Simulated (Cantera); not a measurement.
Mixture: H2 : O2 : N2 = 1 : 1.22 : 4.59 (molar parts), at 1000000 Pa, adiabatic and at constant pressure. Ignition delay is the time to a rise of 400 K.

Model: GRI-Mech 3.0 (53 species, 325 reactions), integrated in Cantera. The hydrogen kinetics of GRI-Mech 3.0 are dated; newer H2 mechanisms differ, most at raised pressure. Where the delays flatten at high temperature, the 400 K rule measures the pace of heat release, not the induction time.

Problem. What does this change do: N2 4.59 to 7 parts?

Solution. 
```csv
quantity,before,after
delay at 1023 K,7.90 ms,9.86 ms
delay at 1223 K,27.0 µs,34.5 µs
delay at 1423 K,2.42 µs,3.49 µs
delay at 1623 K,1.25 µs,1.95 µs
delay at 1823 K,0.919 µs,1.63 µs
```

Problem. What does this change do: O2 1.22 to 0.65 parts?

Solution. 
```tsv
quantity	before	after
delay at 1023 K	7.90 ms	7.93 ms
delay at 1223 K	27.0 µs	34.2 µs
delay at 1423 K	2.42 µs	3.35 µs
delay at 1623 K	1.25 µs	1.74 µs
delay at 1823 K	0.919 µs	1.30 µs
```

Problem. What does this change do: H2 1 to 2.5 parts?

Solution. 
```tsv
quantity	before	after
delay at 1023 K	7.90 ms	5.07 ms
delay at 1223 K	27.0 µs	27.2 µs
delay at 1423 K	2.42 µs	2.06 µs
delay at 1623 K	1.25 µs	0.987 µs
delay at 1823 K	0.919 µs	0.643 µs
```
